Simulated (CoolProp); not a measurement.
A closed Brayton cycle with carbon dioxide: compressor inlet 311.15 K and 8 MPa, high pressure 21.5 MPa, turbine inlet 765 K, compressor efficiency 0.8, turbine efficiency 0.9, recuperator effectiveness 0.9 (on enthalpy, no pinch check). Each further row changes one setting.

Model: reference Helmholtz-energy equation of state, Span 1996, in CoolProp.

```csv
case,thermal efficiency (%),net work (kJ/kg),compressor to turbine work,compressor exit (K),turbine exit (K)
as stated,31.7,77.9,0.34,379.2,652.3
turbine inlet 715 K,29.7,68.8,0.37,379.2,606.4
compressor inlet 321.15 K,29.9,?,?,404.2,652.3
high pressure 18.3 MPa,30.3,68.2,0.32,?,?
recuperator effectiveness 0.5,?,77.9,0.34,379.2,652.3
```

Task: What belongs in the gaps?

Result: 
- compressor inlet 321.15 K, net work (kJ/kg): 66.6
- compressor inlet 321.15 K, compressor to turbine work: 0.44
- high pressure 18.3 MPa, compressor exit (K): 367.8
- high pressure 18.3 MPa, turbine exit (K): 670.2
- recuperator effectiveness 0.5, thermal efficiency (%): 20.9
